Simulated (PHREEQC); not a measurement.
2.8 g of hydrous ferric oxide (600 m²/g; 0.2 weak and 0.005 strong sites per Fe, Dzombak-Morel constants, diffuse double layer) in 1 kg of water with 0.1 mol/kgw of an inert sodium salt, at 25 °C; the pH is set by adding NaOH or the inert anion's acid. Oxygen alone is held at its pressure in air (log pO2 = -0.68). No CO2 enters from the air. Precipitation was switched off in this run.

Base run: PHREEQC, ion-association model, wateq4f.dat. Each further column changes one thing. The table gives surface charge σ (C/m²).

```csv
pH,base,background salt from 0.1 to 0.01 mol/kgw,oxide from 2.8 to 14 g/kgw,0.03 mol/kgw BaCl2 added
3,0.364,0.331,0.364,0.367
3.67,0.343,0.265,0.345,0.354
5,0.215,0.117,0.219,0.248
5.67,0.142,0.068,0.144,0.172
6.33,0.086,0.037,0.087,0.110
7.67,0.016,0.006,0.016,0.025
8.33,-0.008,-0.003,-0.008,0.002
9,-0.034,-0.013,-0.034,-0.007
10.33,-0.121,-0.056,-0.123,-0.008
11,-0.191,-0.102,-0.194,-0.009
```

The oxide is taken as insoluble; below pH 4 it would dissolve.
